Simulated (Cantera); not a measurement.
Source: NASA polynomial tables (part measured, part estimated), evaluated in Cantera. Values are per mole of reaction as written; species without (g) are pure solids or liquids, kept so even where they would boil at 1 bar.

2 N2O(g) + Cu(OH)2 ⇌ H2(g) + 4 NO(g) + Cu

```json
[
 {"T (K)": "650", "ΔH° (kJ)": "646.8", "ΔS° (J/K)": "447.8", "ΔG° (kJ)": "355.8", "log10 K": "-28.59"},
 {"T (K)": "725", "ΔH° (kJ)": "644.7", "ΔS° (J/K)": "444.7", "ΔG° (kJ)": "322.3", "log10 K": "-23.22"},
 {"T (K)": "800", "ΔH° (kJ)": "642.4", "ΔS° (J/K)": "441.6", "ΔG° (kJ)": "289.1", "log10 K": "-18.87"},
 {"T (K)": "875", "ΔH° (kJ)": "639.9", "ΔS° (J/K)": "438.7", "ΔG° (kJ)": "256.0", "log10 K": "-15.28"},
 {"T (K)": "950", "ΔH° (kJ)": "637.3", "ΔS° (J/K)": "435.8", "ΔG° (kJ)": "223.3", "log10 K": "-12.28"},
 {"T (K)": "1025", "ΔH° (kJ)": "(withheld)", "ΔS° (J/K)": "(withheld)", "ΔG° (kJ)": "(withheld)", "log10 K": "(withheld)"},
 {"T (K)": "1100", "ΔH° (kJ)": "(withheld)", "ΔS° (J/K)": "(withheld)", "ΔG° (kJ)": "(withheld)", "log10 K": "(withheld)"},
 {"T (K)": "1175", "ΔH° (kJ)": "(withheld)", "ΔS° (J/K)": "(withheld)", "ΔG° (kJ)": "(withheld)", "log10 K": "(withheld)"},
 {"T (K)": "1250", "ΔH° (kJ)": "626.8", "ΔS° (J/K)": "426.2", "ΔG° (kJ)": "94.0", "log10 K": "-3.93"},
 {"T (K)": "1325", "ΔH° (kJ)": "624.3", "ΔS° (J/K)": "424.3", "ΔG° (kJ)": "62.1", "log10 K": "-2.45"}
]
```

Question: Complete the blanks.

Answer: 
- 1025, ΔH° (kJ): 634.7
- 1025, ΔS° (J/K): 433.2
- 1025, ΔG° (kJ): 190.7
- 1025, log10 K: -9.72
- 1100, ΔH° (kJ): 632.0
- 1100, ΔS° (J/K): 430.7
- 1100, ΔG° (kJ): 158.3
- 1100, log10 K: -7.52
- 1175, ΔH° (kJ): 629.4
- 1175, ΔS° (J/K): 428.4
- 1175, ΔG° (kJ): 126.1
- 1175, log10 K: -5.60
